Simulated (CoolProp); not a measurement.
Vapour-liquid equilibrium of ethane (1) + n-pentane (2) at 0.102 MPa; x and y are mole fractions of (1).

Computed with CoolProp (multi-fluid Helmholtz-energy mixture model, Bücker 2006 and Thol 2019; pair parameters Kunz 2012).

Question: Give the bubble temperature and the first vapour's composition at x = 0.05, 0.65, 0.8. Is there an azeotrope?

Answer: x = 0.05: 263.5 K, y = 0.850; x = 0.65: 192.2 K, y = 1.000; x = 0.8: 188.7 K, y = 1.000. No azeotrope shows between x = 0.05 and 0.95.

Pair parameters are fitted to limited data, so mixtures are less certain than the pure fluids. The gap from Raoult's law changes sign with composition, which may be real or a fault of the pair parameters; it wasn't checked against measurements.
